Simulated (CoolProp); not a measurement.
Values from CoolProp's reference Helmholtz-energy equation of state, Lemmon 2016.

Problem. For R365MFC, give the phase and the cp (kJ/(kg K)), speed of sound (m/s) at 442.9 K and 106 kPa.

Solution. 
- 442.9 K and 106 kPa: gas; cp 1.24, speed of sound 159
